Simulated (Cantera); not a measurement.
A perfectly stirred reactor is fed with 2.90 % C2H4, 19.3 % O2, 72.7 % N2, 4.92 % CO2, 0.188 % H2O, at 9000 Torr; it is adiabatic with a 575 K inlet, and is followed from long to short residence time, starting on the burning branch (τ in s: 0.27, 0.1, 0.039, 0.015, 0.0056, 0.0021, 0.00081, 0.00031, 0.00012, 4.4e-05, 1.7e-05).

Detailed kinetics in Cantera: GRI-Mech 3.0 (53 species, 325 reactions). GRI-Mech 3.0 was tuned for natural gas; its chemistry of ethylene as a main component is partial and can be far from experiment. The pressure lies above the range GRI-Mech 3.0 was tuned for (to about 10 atm).

One state of this run: T (K) = 1632; x C2H4 = 9.04e-6; x O2 = 0.106; x CO2 = 0.107; x OH = 0.000175; x CH2O = 5.48e-7; x HCO = 2.51e-9. x: mole fraction; the columns are a selection and need not sum to one.

Task: Which value of τ (s) does it belong to?
(A) 0.015
(B) 0.039
(C) 0.27
(D) 0.0021

Result: B, 0.039
